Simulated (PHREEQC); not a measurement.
Solution (65 °C): 15 mmol/kgw LiOH and 2.1 mmol/kgw Na2CO3. Closed to the air; pH follows from the charge balance.

Model: ion-association model, phreeqc.dat, run in PHREEQC.

Precipitation was switched off in this run.

Question: Order these C species by the share of C that they hold, largest first: NaCO3-, CO3-2, HCO3-.

Answer: CO3-2 (76 %), NaCO3- (18 %), HCO3- (6.5 %)

The pH is 11.01 and the ionic strength 0.0204 mol/kgw. Away from 25 °C the constants follow the database's enthalpies or fits; those with neither stay at their 25 °C values.
